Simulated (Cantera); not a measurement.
Input: 1 mol SiH4, 0.47 mol HCl, 5.4 mol H2, equilibrated at 0.200 bar.

These are equilibrium values from Cantera (NASA tables, ideal gas, pure condensed phases), not measurements of a reactor. Candidate condensed phases: Si; 19 gas species. The tables' values for SiCl3 are old estimates; treat these amounts as uncertain. The numbers say what is thermodynamically allowed, not how fast it happens.

x: gas mole fraction; n: condensed amount in mol.

| T (K) | x H2 | x HCl | x SiCl4 | x SiHCl3 | x SiCl2 | x SiCl3 | n Si(s) |
|---|---|---|---|---|---|---|---|
| 923 | 0.979 | 0.00480 | 0.00884 | 0.00642 | 3.39e-5 | 8.62e-5 | 0.877 |
| 973 | 0.977 | 0.00759 | 0.00833 | 0.00603 | 9.48e-5 | 0.000166 | 0.883 |
| 1023 | 0.975 | 0.0113 | 0.00760 | ___ | 0.000235 | 0.000291 | 0.891 |
| 1073 | 0.971 | 0.0161 | 0.00661 | ___ | 0.000518 | 0.000462 | 0.900 |
| 1123 | 0.967 | 0.0216 | 0.00538 | ___ | 0.00102 | 0.000665 | 0.910 |
| 1173 | 0.962 | 0.0276 | 0.00400 | ___ | 0.00180 | 0.000855 | 0.920 |
| 1223 | 0.958 | 0.0333 | 0.00265 | ___ | 0.00282 | 0.000968 | 0.929 |

Problem. Complete the blanks.

Solution. 
- 1023, x SiHCl3: 0.00552
- 1073, x SiHCl3: 0.00489
- 1123, x SiHCl3: 0.00412
- 1173, x SiHCl3: 0.00325
- 1223, x SiHCl3: 0.00235
